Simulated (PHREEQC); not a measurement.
**Leach liquor (model solution)**

Make-up at 30 °C: 1.9 mol HCl and 0.0038 mol NiSO4 per kg of water. Closed to the air; pH follows from the charge balance.

All values are PHREEQC results (ion-association model, wateq4f.dat), not measurements.

Precipitation was switched off in this run.

### Question
Estimate the pH, activity of water.

### Answer
pH -0.14; activity of water 0.935.

### Question
In which forms is S present?

### Answer
HSO4- 97 %, SO4-2 3.3 % of the S.

The ionic strength is past about 0.7 mol/kgw, beyond the range of this activity model, so the values are rough. Species that the database lacks are ignored.
